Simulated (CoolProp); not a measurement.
Values from CoolProp's reference Helmholtz-energy equation of state, Akasaka 2022.

**Question.** For R1233zd(E), give the phase and the Z, cv (kJ/(kg K)), speed of sound (m/s), isothermal compressibility (1/MPa) at 380 K and 4.18 MPa; 397.5 K and 4.18 MPa; 441.2 K and 4.18 MPa.

**Answer.** 
- 380 K and 4.18 MPa: liquid; Z 0.164, cv 0.924, speed of sound 420, isothermal compressibility 0.00802
- 397.5 K and 4.18 MPa: liquid; Z 0.167, cv 0.946, speed of sound 353, isothermal compressibility 0.0125
- 441.2 K and 4.18 MPa: supercritical; Z 0.211, cv 1.03, speed of sound 139, isothermal compressibility 0.190
